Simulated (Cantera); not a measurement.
**Equilibrium for silicon epitaxy and polysilicon growth: SiHCl3 + HCl + H2**

Input: 1 mol SiHCl3, 0.032 mol HCl, a varied amount of H2, equilibrated at 750 °C and 0.690 bar.

These are equilibrium values from Cantera (NASA tables, ideal gas, pure condensed phases), not measurements of a reactor. Candidate condensed phases: Si; 19 gas species. The tables' values for SiCl3 are old estimates; treat these amounts as uncertain. The numbers say what is thermodynamically allowed, not how fast it happens.

From 4.5 mol H2 to 140 mol H2 the condensed part is Si(s). The main Si-bearing gas is SiCl4 at 4.5 mol H2 and SiHCl3 at 140 mol H2.

```tsv
n(H2) (mol)	x H2	x SiCl4	x SiHCl3	x HCl	x SiH2Cl2	x SiCl3	x SiCl2	n Si(s)
4.5	0.844	0.0921	0.0455	0.0145	0.00249	0.00139	0.000441	0.187
7.3	0.891	0.0586	0.0333	0.0133	0.00210	0.000989	0.000352	0.187
12	0.927	0.0354	0.0233	0.0119	0.00169	0.000677	0.000273	0.189
19	0.950	0.0215	0.0162	0.0107	0.00135	0.000466	0.000213	0.195
32	0.967	0.0118	0.0104	0.00927	0.00102	0.000298	0.000158	0.209
52	0.978	0.00656	0.00675	0.00805	0.000770	0.000191	0.000118	0.232
84	0.984	0.00354	0.00426	0.00692	0.000569	0.000120	8.64e-5	0.267
140	0.989	0.00174	0.00251	0.00581	0.000401	7.07e-5	6.06e-5	0.322
```
x: gas mole fraction; n: condensed amount in mol.
